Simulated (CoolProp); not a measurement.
The fluid at 298.15 K and 1.01 MPa is throttled through a valve to 0.498 MPa with no heat exchange. The same conditions are run with several fluids, on thermodynamics alone (safety and materials aside).

Values from CoolProp's reference Helmholtz-energy equation of state of each fluid (normal hydrogen: Leachman 2009; oxygen: Schmidt 1985; nitrogen: Span 2000; hydrogen chloride: Thol 2018; CH3F (R41): Lemmon 2006).

```
fluid              temperature change (K)  final density (kg/m³)
-----------------  ----------------------  ---------------------
normal hydrogen                (withheld)             (withheld)
oxygen                               -1.4                   6.48
nitrogen                       (withheld)                   5.65
hydrogen chloride              (withheld)             (withheld)
CH3F (R41)                     (withheld)             (withheld)
```

Task: Complete the blanks.

Result: 
- normal hydrogen, temperature change (K): +0.2
- normal hydrogen, final density (kg/m³): 0.404
- nitrogen, temperature change (K): -1.1
- hydrogen chloride, temperature change (K): -8.2
- hydrogen chloride, final density (kg/m³): 7.79
- CH3F (R41), temperature change (K): -9.5
- CH3F (R41), final density (kg/m³): 7.41
